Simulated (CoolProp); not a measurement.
The numbers come from the reference Helmholtz-energy equation of state, Zhou 2014 in CoolProp.

### Question
Give the vapour pressure (kPa), liquid density (kg/m³), liquid cp (kJ/(kg K)), vapour Z of saturated cyclohexane at 82.05, 147.15 °C.

### Answer
| T (°C) | p (kPa) | liquid density (kg/m³) | liquid cp (kJ/(kg K)) | vapour Z |
|---|---|---|---|---|
| 82.05 | 105 | 718 | 2.13 | 0.961 |
| 147.15 | 522 | 647 | 2.49 | 0.881 |
